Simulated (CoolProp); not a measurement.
Octamethylcyclotetrasiloxane (D4) along the isobar 0.9 MPa: Z from the reference equation and from simpler models built on Tc = 586.5 K, pc = 1.347 MPa, ω = 0.598; each cubic takes its own stable root.

The numbers come from the reference Helmholtz-energy equation of state, Thol 2015 in CoolProp.

| T (K) | phase | reference | Redlich-Kwong | Soave-Redlich-Kwong |
|---|---|---|---|---|
| 439.4 | liquid | 0.09339 | ? | 0.1025 |
| 455.8 | liquid | 0.09268 | 0.1119 | 0.1019 |
| 472.2 | liquid | 0.09233 | ? | 0.1019 |
| 488.7 | liquid | 0.09238 | 0.1135 | 0.1027 |
| 505.1 | liquid | 0.09296 | 0.1158 | 0.1044 |
| 521.5 | liquid | ? | 0.1197 | 0.1074 |
| 537.9 | liquid | 0.09665 | 0.1264 | ? |
| 554.3 | liquid | ? | ? | 0.1229 |
| 570.7 | gas | 0.6486 | 0.6840 | 0.6675 |
| 587.2 | gas | 0.7077 | 0.7219 | 0.7224 |
| 603.6 | gas | ? | 0.7520 | 0.7634 |
| 620 | gas | 0.7835 | 0.7770 | 0.7960 |

Problem. Fill in the missing entries.

Solution. 
- 439.4, Redlich-Kwong: 0.1121
- 472.2, Redlich-Kwong: 0.1123
- 521.5, reference: 0.09424
- 537.9, Soave-Redlich-Kwong: 0.1127
- 554.3, reference: 0.1014
- 554.3, Redlich-Kwong: 0.6338
- 603.6, reference: 0.7502

At some of these states Redlich-Kwong gives the other phase, because its saturation line lies elsewhere.
